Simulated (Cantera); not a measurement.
Charge: 1 mol SiH4, 4.9 mol HCl, 440 mol H2, held at 1000 °C and 7.90 mbar.

These are equilibrium values from Cantera (NASA tables, ideal gas, pure condensed phases), not measurements of a reactor. Candidate condensed phases: Si; 19 gas species. Rates play no part.

Base state: H2 0.989, HCl 0.0104, SiCl2 0.000282 (mole fractions); condensed: Si(s).

Q: What changes in the equilibrium state with this change: H2 from 440 to 61 mol?

A: 
| species | before | after |
|---|---|---|
| H2 | 0.989 | 0.938 |
| HCl | 0.0104 | 0.0534 |
| SiCl2 | 0.000282 | 0.00785 |
| SiCl4 | 3.16e-7 | 0.000245 |
| SiCl3 | 3.69e-6 | 0.000542 |
| SiHCl3 | 1.20e-6 | 0.000172 |
| Si(s), mol | 0.871 | 0.401 |
The tables' values for SiCl3 are old estimates; treat these amounts as uncertain.
